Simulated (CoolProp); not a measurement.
Hydrogen chloride along the isotherm 257.4 K: density (kg/m³) from the reference equation and from simpler models built on Tc = 324.7 K, pc = 8.314 MPa, ω = 0.130; each cubic takes its own stable root.

Values from CoolProp's reference Helmholtz-energy equation of state, Thol 2018.

```csv
p (MPa),phase,reference
0.462,gas,8.246
0.924,gas,17.40
1.39,gas,27.89
1.85,liquid,987.0
2.31,liquid,988.7
2.77,liquid,990.4
3.23,liquid,992.0
3.69,liquid,993.6
4.16,liquid,995.3
```

Problem. How far does each simpler model (Redlich-Kwong, Soave-Redlich-Kwong, Peng-Robinson) lie from the reference over these 9 states: mean and median of the absolute difference, and the worst?

Solution. 
- Redlich-Kwong: mean 20.3 %, median 15.9 %, worst -96.2 % at 257.4 K and 1.85 MPa
- Soave-Redlich-Kwong: mean 10.1 %, median 14.1 %, worst -14.4 % at 257.4 K and 1.85 MPa
- Peng-Robinson: mean 2.2 %, median 2.7 %, worst -2.9 % at 257.4 K and 1.85 MPa

At some of these states Redlich-Kwong gives the other phase, because its saturation line lies elsewhere.
